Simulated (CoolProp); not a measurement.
Vapour-liquid equilibrium of benzene (1) + n-heptane (2) at 156.65 °C; x and y are mole fractions of (1).

Values from CoolProp's multi-fluid Helmholtz-energy mixture model, Thol 2012 and Span 2003; pair parameters Bell 2016.

| x | bubble pressure (MPa) | y at the bubble point | dew pressure at overall composition x (MPa) | liquid density (mol/L) |
|---|---|---|---|---|
| 0.05 | 0.4481 | 0.081 | ? | 5.637 |
| 0.125 | 0.4742 | 0.192 | 0.4581 | 5.816 |
| 0.2 | 0.4996 | 0.292 | 0.4761 | 6.005 |
| 0.275 | 0.5239 | 0.380 | 0.4952 | ? |
| 0.35 | 0.5466 | 0.460 | 0.5154 | 6.425 |
| 0.425 | 0.5677 | 0.532 | ? | 6.657 |
| 0.5 | 0.5869 | 0.598 | 0.5582 | 6.908 |
| 0.575 | 0.6042 | 0.660 | 0.5801 | 7.178 |
| 0.65 | ? | 0.719 | 0.6014 | 7.471 |
| 0.725 | 0.6333 | 0.776 | 0.6212 | 7.789 |
| 0.8 | 0.6449 | 0.834 | 0.6384 | 8.136 |
| 0.875 | 0.6546 | 0.893 | 0.6520 | 8.514 |
| 0.95 | 0.6619 | 0.955 | 0.6614 | 8.928 |

Question: Fill in the missing entries.

Answer: 
- 0.05, dew pressure at overall composition x (MPa): 0.4412
- 0.275, liquid density (mol/L): 6.208
- 0.425, dew pressure at overall composition x (MPa): 0.5365
- 0.65, bubble pressure (MPa): 0.6197

No azeotrope shows between x = 0.05 and 0.95.

Pair parameters are fitted to limited data, so mixtures are less certain than the pure fluids.
